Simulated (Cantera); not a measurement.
An isothermal, constant-pressure homogeneous reactor starts with CO : O2 : H2O : N2 = 0.0017 : 0.026 : 0.038 : 1 (molar parts), equivalence ratio 0.033, at 1475 K and 10.0 bar. Integrator tolerance rtol = 1e-08.

Computed with Cantera and GRI-Mech 3.0 (53 species, 325 reactions).

### Question
What does this change do: pressure from 10.0 bar to 0.250 bar?

### Answer
```tsv
quantity	before	after
x(CO) at 80.0 s	1.11e-8 (gas-phase equilibrium 1.11e-8)	6.99e-8 (gas-phase equilibrium 7.02e-8)
x(O2) at 80.0 s	0.0236 (gas-phase equilibrium 0.0234)	0.0236 (gas-phase equilibrium 0.0234)
x(H2O) at 80.0 s	0.0357 (gas-phase equilibrium 0.0357)	0.0357 (gas-phase equilibrium 0.0357)
x(NO) at 80.0 s	2.96e-6 (gas-phase equilibrium 0.000396)	3.42e-7 (gas-phase equilibrium 0.000396)
x(OH) at 80.0 s	1.22e-5 (gas-phase equilibrium 1.22e-5)	3.08e-5 (gas-phase equilibrium 3.07e-5)
x(N2O) at 80.0 s	8.48e-8 (gas-phase equilibrium 8.45e-8)	1.34e-8 (gas-phase equilibrium 1.34e-8)
x(H2) at 80.0 s	9.95e-8 (gas-phase equilibrium 9.99e-8)	6.29e-7 (gas-phase equilibrium 6.32e-7)
```

### Question
What does this change do: temperature 1475 to 1423 K?

### Answer
| quantity | before | after |
|---|---|---|
| x(CO) at 80.0 s | 1.11e-8 (gas-phase equilibrium 1.11e-8) | 4.79e-9 (gas-phase equilibrium 4.80e-9) |
| x(O2) at 80.0 s | 0.0236 (gas-phase equilibrium 0.0234) | 0.0236 (gas-phase equilibrium 0.0235) |
| x(H2O) at 80.0 s | 0.0357 (gas-phase equilibrium 0.0357) | 0.0357 (gas-phase equilibrium 0.0357) |
| x(NO) at 80.0 s | 2.96e-6 (gas-phase equilibrium 0.000396) | 7.20e-7 (gas-phase equilibrium 0.000302) |
| x(OH) at 80.0 s | 1.22e-5 (gas-phase equilibrium 1.22e-5) | 7.53e-6 (gas-phase equilibrium 7.52e-6) |
| x(N2O) at 80.0 s | 8.48e-8 (gas-phase equilibrium 8.45e-8) | 6.57e-8 (gas-phase equilibrium 6.55e-8) |
| x(H2) at 80.0 s | 9.95e-8 (gas-phase equilibrium 9.99e-8) | 4.72e-8 (gas-phase equilibrium 4.74e-8) |
